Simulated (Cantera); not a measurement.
Input (Python, Cantera):

```python
import numpy as np
import cantera as ct

gas = ct.Solution("gri30.yaml")


def delay(T, t_max=10):
    gas.TPX = T, 510000, {'CH4': 1, 'C2H6': 0.1, 'C3H8': 0.83, 'O2': 9.29, 'N2': 34.9}
    reactor = ct.IdealGasConstPressureReactor(gas, clone=False)
    net = ct.ReactorNet([reactor])
    net.rtol, net.atol = 1e-8, 1e-16
    while net.time < t_max:
        t_old, T_old = net.time, reactor.T
        net.step()
        if reactor.T > T + 400:  # ignition: a rise of 400 K
            return t_old + (T + 400 - T_old) / (reactor.T - T_old) * (net.time - t_old)
    return np.nan


taus = []
for T in [1125, 1225, 1325, 1425, 1525, 1625, 1725]:
    taus.append(delay(T))
    print(f"T0 = {T:6g} K   tau = {taus[-1]:.4e} s")
```

It prints:

```
T0 =   1125 K   tau = 7.4749e-03 s
T0 =   1225 K   tau = 1.3729e-03 s
T0 =   1325 K   tau = 2.8781e-04 s
T0 =   1425 K   tau = 7.7073e-05 s
T0 =   1525 K   tau = 2.6862e-05 s
T0 =   1625 K   tau = 1.1796e-05 s
T0 =   1725 K   tau = 6.2275e-06 s
```

Detailed kinetics in Cantera: GRI-Mech 3.0 (53 species, 325 reactions). GRI-Mech 3.0 was tuned for natural gas; its chemistry of propane as a main component is partial and can be far from experiment.
